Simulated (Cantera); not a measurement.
A closed system holds: 1 mol SiCl4, 5.2 mol H2, held at 525 °C and 0.133 bar.

Method: chemical equilibrium by Gibbs-energy minimisation in Cantera with the NASA 1993 tables (ideal gas, pure condensed phases). Candidate condensed phases: Si; 19 gas species. The tables' values for SiCl3 are old estimates; treat these amounts as uncertain. Equilibrium is a limit: real reactors are often held back by kinetics, nucleation or transport.

Base state: H2 0.828, SiCl4 0.151, HCl 0.0106, SiHCl3 0.0104, SiH2Cl2 5.80e-5, SiCl3 2.09e-5 (mole fractions); condensed: gas only.

**Question.** What changes in the equilibrium state with this change: temperature from 525 °C to 402 °C?

**Answer.** 
```
species   before    after
-------  -------  -------
H2         0.828    0.835
SiCl4      0.151    0.157
HCl       0.0106  0.00415
SiHCl3    0.0104  0.00414
SiCl3    2.09e-5  4.32e-7
SiH2Cl2  5.80e-5  6.76e-6
```
